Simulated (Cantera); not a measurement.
Feed: 1 mol Si3N4, 1.5 mol HCl, 3 mol N2, 9.3 mol H2, at 1775 K.

These are equilibrium values from Cantera (NASA tables, ideal gas, pure condensed phases), not measurements of a reactor. Candidate condensed phases: NH4Cl, Si, Si3N4; 28 gas species. Mutual solubility and eutectic melting of coexisting phases are not modelled. Gases not in the tables: Si2H6 and higher silanes. Kinetics and transport are ignored.

Q: Which condensed phases are stable at each of these points (P (Pa)): 1, 3.60, 13, 46, 170, 600, 2200, 7700, 28000, 100000?

A: 
```tsv
P (Pa)	condensed phases	Si condensed (%)
1	gas only	0.0
3.60	Si(l)	53.7
13	Si(l)	80.5
46	Si(l)	87.5
170	Si(l)	89.6
600	Si(l)	90.1
2200	Si(l) + Si3N4(s)	90.3
7700	Si3N4(s)	93.3
28000	Si3N4(s)	96.1
100000	Si3N4(s)	97.9
```

At 0.00750 Torr nothing is condensed. From 0.0270 Torr to 4.50 Torr the condensed part is Si(l). At 16.5 Torr the condensed part is Si(l) + Si3N4(s). From 57.8 Torr to 750 Torr the condensed part is Si3N4(s).
